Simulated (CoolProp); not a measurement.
Vapour pressure (MPa) of the fluoroketone C6F12O (FK-5-1-12): the reference equation beside estimates from Tc = 168.7 °C, pc = 1.869 MPa, ω = 0.471. Clausius-Clapeyron is anchored at 86.95 °C with a constant enthalpy of vaporisation of 23.85 kJ/mol.

The numbers come from the reference Helmholtz-energy equation of state, McLinden 2015 in CoolProp.

```tsv
T (°C)	reference	Lee-Kesler	Clausius-Clapeyron	van der Waals	Redlich-Kwong	Soave-Redlich-Kwong	Peng-Robinson
29.15	0.04797	0.04796	0.06986	0.3332	0.1344	0.04794	0.04846
38.85	0.07010	0.07011	0.09383	0.3918	___	0.07007	0.07041
48.45	0.09923	0.09929	0.1235	0.4560	0.2254	0.09930	0.09931
58.05	0.1371	0.1372	0.1599	0.5267	0.2840	0.1374	0.1368
67.75	0.1858	0.1859	0.2046	0.6049	0.3534	0.1866	0.1853
77.35	0.2461	0.2462	0.2576	0.6892	0.4329	0.2477	0.2454
86.95	0.3204	0.3204	0.3204	0.7806	0.5241	0.3231	0.3196
96.65	0.4116	0.4114	0.3948	___	0.6287	0.4161	0.4111
106.25	0.5201	0.5196	0.4804	0.9865	0.7453	0.5267	0.5203
115.85	0.6490	0.6482	0.5789	___	0.8758	0.6583	0.6504
125.45	0.8008	0.7999	0.6914	1.222	1.021	___	0.8041
135.15	0.9806	0.9798	0.8203	1.353	1.182	0.9960	0.9863
144.75	1.188	1.188	___	1.490	1.358	1.205	1.196
```

**Question.** Complete the blanks.

**Answer.** 
- 38.85, Redlich-Kwong: 0.1759
- 96.65, van der Waals: 0.8803
- 115.85, van der Waals: 1.100
- 125.45, Soave-Redlich-Kwong: 0.8132
- 144.75, Clausius-Clapeyron: 0.9640

Absolute difference from the reference over all 13 rows, mean and median: Lee-Kesler 0.1 and 0.1 %, Clausius-Clapeyron 15.9 and 13.7 %, van der Waals 202.7 and 143.6 %, Redlich-Kwong 76.0 and 63.6 %, Soave-Redlich-Kwong 0.8 and 0.8 %, Peng-Robinson 0.4 and 0.3 %.
